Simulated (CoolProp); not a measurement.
Vapour-liquid equilibrium of propane (1) + R236EA (2) at 209 kPa; x and y are mole fractions of (1).

Model: multi-fluid Helmholtz-energy mixture model, Lemmon 2009 and Rui 2013; pair parameters Bell 2016, in CoolProp.

```json
[
 {"x": "0.05", "bubble temperature (°C)": "8.7", "y at the bubble point": "0.470", "dew temperature at overall composition x (°C)": "24.0", "liquid density (mol/L)": "9.769"},
 {"x": "0.15", "bubble temperature (°C)": "?", "y at the bubble point": "0.784", "dew temperature at overall composition x (°C)": "20.8", "liquid density (mol/L)": "10.29"},
 {"x": "0.25", "bubble temperature (°C)": "-18.2", "y at the bubble point": "0.858", "dew temperature at overall composition x (°C)": "17.5", "liquid density (mol/L)": "?"},
 {"x": "0.35", "bubble temperature (°C)": "-20.8", "y at the bubble point": "0.880", "dew temperature at overall composition x (°C)": "?", "liquid density (mol/L)": "10.82"},
 {"x": "0.45", "bubble temperature (°C)": "-21.7", "y at the bubble point": "0.887", "dew temperature at overall composition x (°C)": "?", "liquid density (mol/L)": "?"},
 {"x": "0.55", "bubble temperature (°C)": "-21.9", "y at the bubble point": "?", "dew temperature at overall composition x (°C)": "4.9", "liquid density (mol/L)": "11.23"},
 {"x": "0.65", "bubble temperature (°C)": "-22.2", "y at the bubble point": "0.893", "dew temperature at overall composition x (°C)": "-0.8", "liquid density (mol/L)": "11.47"},
 {"x": "0.75", "bubble temperature (°C)": "-22.6", "y at the bubble point": "0.901", "dew temperature at overall composition x (°C)": "-7.8", "liquid density (mol/L)": "11.75"},
 {"x": "0.85", "bubble temperature (°C)": "-23.3", "y at the bubble point": "0.920", "dew temperature at overall composition x (°C)": "-17.3", "liquid density (mol/L)": "12.09"},
 {"x": "0.95", "bubble temperature (°C)": "-24.0", "y at the bubble point": "0.963", "dew temperature at overall composition x (°C)": "-23.9", "liquid density (mol/L)": "12.48"}
]
```

**Question.** What belongs in the gaps?

**Answer.** 
- 0.15, bubble temperature (°C): -10.7
- 0.25, liquid density (mol/L): 10.60
- 0.35, dew temperature at overall composition x (°C): 13.8
- 0.45, dew temperature at overall composition x (°C): 9.6
- 0.45, liquid density (mol/L): 11.02
- 0.55, y at the bubble point: 0.890

No azeotrope shows between x = 0.05 and 0.95.

Pair parameters are fitted to limited data, so mixtures are less certain than the pure fluids. With so large a gap from Raoult's law the liquid may split in two, which this calculation doesn't test in full.
